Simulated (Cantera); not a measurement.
An adiabatic, constant-volume homogeneous reactor starts with CH₄ : O₂ : N₂ : H₂ = 1 : 1 : 3.76 : 0.009 (molar parts), equivalence ratio 2.0, at 1575 K and 250000 Pa.

Cantera simulation using GRI-Mech 3.0 (53 species, 325 reactions); the numbers are that mechanism's predictions, not measurements.

One state of this run: T (K) = 2837; P (bar) = 5.34; x CH₄ = 1.11e-10; x O₂ = 7.72e-5; x CH₂ = 3.51e-11; x HO₂ = 1.40e-7; x NO = 0.000622. x: mole fraction; the columns are a selection and need not sum to one.

### Question
Which value of t (s) does it belong to?
(A) 1.54e-5
(B) 0.0545
(C) 4.28e-5
(D) 2.00e-6

### Answer
B, 0.0545
